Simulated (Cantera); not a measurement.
Input: 1 mol Cu₂O, 3.8 mol C, 0.27 mol H₂, equilibrated at 1973.15 K and 0.760 bar.

Equilibrium computed with Cantera from the NASA thermochemical tables; the gas is ideal and each condensed phase is pure. Candidate condensed phases: C, C₆H₆, C₇H₈, C₈H₁₈, Cu, CuO, Cu(OH)₂, Cu₂O, H₂O; 113 gas species. Equilibrium is a limit: real reactors are often held back by kinetics, nucleation or transport.

Base state: CO 0.784, H₂ 0.211, Cu 0.00440, H 0.000712, C₂H₂ (acetylene) 0.000135, Cu₂ 1.66e-5, H₂O 1.64e-5, CH₄ 1.54e-5 (mole fractions); condensed: C(graphite) + Cu(l).

Task: What changes in the equilibrium state with this change: temperature from 1973.15 K to 1573.15 K?

Result: 
```tsv
species	before	after
CO	0.784	0.787
H₂	0.211	0.212
CO₂	1.36e-5	0.000169
Cu	0.00440	3.50e-5
Cu₂	1.66e-5	2.15e-8
H	0.000712	2.15e-5
C₂H₂ (acetylene)	0.000135	4.39e-6
H₂O	1.64e-5	0.000132
C(graphite), mol	2.80	2.80
Cu(l), mol	1.99	2.00
```

Task: What changes in the equilibrium state with this change: pressure from 0.760 bar to 0.340 bar?

Result: 
```tsv
species	before	after
CO	0.784	0.779
H₂	0.211	0.210
Cu	0.00440	0.00983
CH₄	1.54e-5	6.82e-6
H₂O	1.64e-5	7.26e-6
CO₂	1.36e-5	6.01e-6
Cu₂	1.66e-5	3.70e-5
H	0.000712	0.00106
C(graphite), mol	2.80	2.80
Cu(l), mol	1.99	1.99
```
